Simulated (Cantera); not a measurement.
Charge: 1 mol Si, 0.54 mol HCl, 2.9 mol H₂, equilibrated at 1150 °C and 100000 Pa.

Cantera equilibrium calculation (NASA polynomials, part measured and part estimated; ideal gas, pure solids and liquids). Candidate condensed phases: Si; 19 gas species. The tables' values for SiCl₃ are old estimates; treat these amounts as uncertain. Equilibrium is a limit: real reactors are often held back by kinetics, nucleation or transport.

**Question.** What is the equilibrium state?

**Answer.** 
| Quantity | Result |
|---|---|
| x(H₂) | 0.897 |
| x(HCl) | 0.0690 |
| x(SiCl₂) | 0.0160 |
| x(SiHCl₃) | 0.00599 |
| x(SiCl₄) | 0.00594 |
| x(SiCl₃) | 0.00490 |
| x(SiH₂Cl₂) | 0.000922 |
| x(SiH₃Cl) | 4.10e-5 |
| x(H) | 6.30e-6 |
| n(Si(s)) | 0.885 mol |
| gas amount | 3.388 mol |
